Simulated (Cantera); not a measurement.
An isothermal, constant-pressure homogeneous reactor starts with CO : O₂ : H₂O : N₂ = 0.029 : 0.018 : 0.0014 : 1 (molar parts), equivalence ratio 0.81, at 1000 K and 0.316 atm. Integrator tolerance rtol = 1e-08.

Model: GRI-Mech 3.0 (53 species, 325 reactions), integrated in Cantera.

Question: What does this change do: temperature 1000 to 1500 K?

Answer: 
```json
[
 {"quantity": "x(CO) at 10.0 s", "before": "4.62e-6 (gas-phase equilibrium 5.22e-11)", "after": "7.10e-6 (gas-phase equilibrium 4.25e-6)"},
 {"quantity": "x(O₂) at 10.0 s", "before": "0.00339 (gas-phase equilibrium 0.00338)", "after": "0.00337 (gas-phase equilibrium 0.00330)"},
 {"quantity": "x(H₂O) at 10.0 s", "before": "0.00135 (gas-phase equilibrium 0.00135)", "after": "0.00135 (gas-phase equilibrium 0.00135)"},
 {"quantity": "x(NO) at 10.0 s", "before": "2.66e-7 (gas-phase equilibrium 4.42e-6)", "after": "3.16e-5 (gas-phase equilibrium 0.000171)"},
 {"quantity": "x(HO₂) at 10.0 s", "before": "1.88e-8 (gas-phase equilibrium 3.68e-12)", "after": "1.24e-9 (gas-phase equilibrium 7.53e-10)"},
 {"quantity": "x(NO₂) at 10.0 s", "before": "2.12e-8 (gas-phase equilibrium 1.70e-8)", "after": "1.57e-8 (gas-phase equilibrium 6.47e-8)"}
]
```

Question: What does this change do: temperature 1000 to 1475 K?

Answer: 
```csv
quantity,before,after
x(CO) at 10.0 s,4.62e-6 (gas-phase equilibrium 5.22e-11),5.29e-6 (gas-phase equilibrium 2.90e-6)
x(O₂) at 10.0 s,0.00339 (gas-phase equilibrium 0.00338),0.00337 (gas-phase equilibrium 0.00331)
x(H₂O) at 10.0 s,0.00135 (gas-phase equilibrium 0.00135),0.00135 (gas-phase equilibrium 0.00135)
x(NO) at 10.0 s,2.66e-7 (gas-phase equilibrium 4.42e-6),2.85e-5 (gas-phase equilibrium 0.000151)
x(HO₂) at 10.0 s,1.88e-8 (gas-phase equilibrium 3.68e-12),1.13e-9 (gas-phase equilibrium 6.30e-10)
x(NO₂) at 10.0 s,2.12e-8 (gas-phase equilibrium 1.70e-8),1.59e-8 (gas-phase equilibrium 6.19e-8)
```
